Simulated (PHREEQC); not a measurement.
A solution holds 0.0018 mol/kgw HF, 0.0017 mol/kgw NH4HF2 and 0.025 mol/kgw (NH4)2SiF6, at 25 °C. Closed to the air; pH follows from the charge balance.

All values are PHREEQC results (ion-association model, phreeqc.dat), not measurements.

```tsv
quantity	before	after
pH	3.07	3.00
ionic strength (mol/kgw)	0.0776	0.0758
F- (mol/kgw)	0.00288	0.00202
HF (mol/kgw)	0.00283	0.00231
H4SiO4 (mol/kgw)	9.53e-5	0.000429
HF2- (mol/kgw)	3.12e-5	1.79e-5
SI of Quartz (SiO2)	-0.03	+0.62
```

What was changed between the two runs?
(A) diluted 10-fold with water
(B) temperature from 25 to 90 °C
(C) 0.00038 mol/kgw H2SO4 added
(D) temperature from 25 to 65 °C
(E) NH4HF2 left out

E, NH4HF2 left out

No solid was allowed to form. Some of these states are supersaturated (in Quartz (slow to form), Chalcedony (slow to form), for instance). SiF6-2 is the database's only silicon fluoride.
